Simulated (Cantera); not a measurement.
Charge: 1 mol ZrO₂, 2700 mol H₂, 0.59 mol H₂O, at 1827 °C and 2.00 mbar.

Equilibrium computed with Cantera from the NASA thermochemical tables; the gas is ideal and each condensed phase is pure. Candidate condensed phases: H₂O, Zr, ZrO₂; 12 gas species. Kinetics and transport are ignored.

Base state: H₂ 0.933, H 0.0673, H₂O 0.000211 (mole fractions); condensed: ZrO₂(tetragonal).

What changes in the equilibrium state with this change: pressure from 2.00 mbar to 9.60 mbar?


| species | before | after |
|---|---|---|
| H₂ | 0.933 | 0.968 |
| H | 0.0673 | 0.0313 |
| H₂O | 0.000211 | 0.000215 |
| ZrO₂(tetragonal), mol | 0.995 | 0.999 |

What changes in the equilibrium state with this change: pressure from 2.00 mbar to 2.40 bar?


```
species                  before     after
---------------------  --------  --------
H₂                        0.933     0.998
H                        0.0673   0.00201
H₂O                    0.000211  0.000218
ZrO₂(tetragonal), mol     0.995     1.000
```
